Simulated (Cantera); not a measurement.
A Cantera script and its output.

```python
import numpy as np
import cantera as ct

gas = ct.Solution("gri30.yaml")
gas.TPX = 1273, 3600, {'N2O': 1, 'O2': 0.41}
reactor = ct.IdealGasConstPressureReactor(gas, energy="off", clone=False)
net = ct.ReactorNet([reactor])
net.rtol, net.atol = 1e-08, 1e-18
show = ['N2O', 'O2', 'NO2', 'N2', 'NO', 'O']
times = np.geomspace(7e-06, 4, 12)

steps = ct.SolutionArray(gas, extra=["t"])
rows = []
print(f"{'t/s':>10s}{'T/K':>9s}{'P/Pa':>11s}" + "".join(f"{s:>11s}" for s in show))
for t in times:
    while net.time < t:
        t_next = net.step()
        steps.append(gas.state, t=t_next)
    rows.append([np.interp(t, steps.t, y) for y in (steps.T, steps.P, *steps(*show).X.T)])
    print(f"{t:10.3e}{rows[-1][0]:9.1f}{rows[-1][1]:11.4g}" + "".join(f"{x:11.3e}" for x in rows[-1][2:]))
rate = np.gradient(steps.T, steps.t)
print("integrator steps:", len(steps.t))
if steps.T.max() > steps.T[0] + 200:
    print(f"time of steepest temperature rise: {steps.t[rate.argmax()]:.4e} s")
gas.TPX = 1273, 3600, {'N2O': 1, 'O2': 0.41}
gas.equilibrate("TP")
print(f"equilibrium (TP): T = {gas.T:.1f} K  " + "  ".join(f"{s} {gas[s].X[0]:.3e}" for s in show))
```

Result:

```
       t/s      T/K       P/Pa        N2O         O2        NO2         N2         NO          O
 7.000e-06   1273.0       3600  7.092e-01  2.908e-01  3.207e-18  2.060e-07  1.047e-09  1.989e-07
 2.336e-05   1273.0       3600  7.092e-01  2.908e-01  1.297e-16  7.122e-07  1.126e-08  6.352e-07
 7.795e-05   1273.0       3600  7.092e-01  2.908e-01  6.019e-15  2.620e-06  1.142e-07  1.838e-06
 2.601e-04   1273.0       3600  7.092e-01  2.908e-01  2.690e-13  1.056e-05  9.552e-07  4.027e-06
 8.680e-04   1273.0       3600  7.092e-01  2.908e-01  7.458e-12  4.230e-05  5.413e-06  5.268e-06
 2.897e-03   1273.0       3600  7.090e-01  2.908e-01  1.139e-10  1.517e-04  2.140e-05  5.315e-06
 9.666e-03   1273.0       3600  7.085e-01  2.909e-01  1.364e-09  5.168e-04  7.476e-05  5.315e-06
 3.226e-02   1273.0       3600  7.067e-01  2.913e-01  1.474e-08  1.733e-03  2.524e-04  5.315e-06
 1.076e-01   1273.0       3600  7.008e-01  2.925e-01  1.378e-07  5.762e-03  8.412e-04  5.315e-06
 3.592e-01   1273.0       3600  6.817e-01  2.966e-01  9.345e-07  1.891e-02  2.761e-03  5.313e-06
 1.199e+00   1273.0       3600  6.225e-01  3.091e-01  4.016e-06  5.964e-02  8.708e-03  5.306e-06
 4.000e+00   1273.0       3600  4.659e-01  3.423e-01  1.265e-05  1.674e-01  2.442e-02  5.279e-06
integrator steps: 436
equilibrium (TP): T = 1273.0 K  N2O 4.242e-09  O2 4.762e-01  NO2 1.411e-06  N2 5.234e-01  NO 4.082e-04  O 3.937e-07
```

Computed with Cantera and GRI-Mech 3.0 (53 species, 325 reactions). GRI-Mech 3.0 was tuned for natural gas; its chemistry of N2O as a main component is partial and can be far from experiment. Radical loss at walls, strong at low pressure, is not modelled. The mechanism lacks the step 2 NO + O2 → 2 NO2, which can matter for NO2 below about 1400 K. The temperature is held fixed by assumption; the heat of reaction is taken as removed at once.
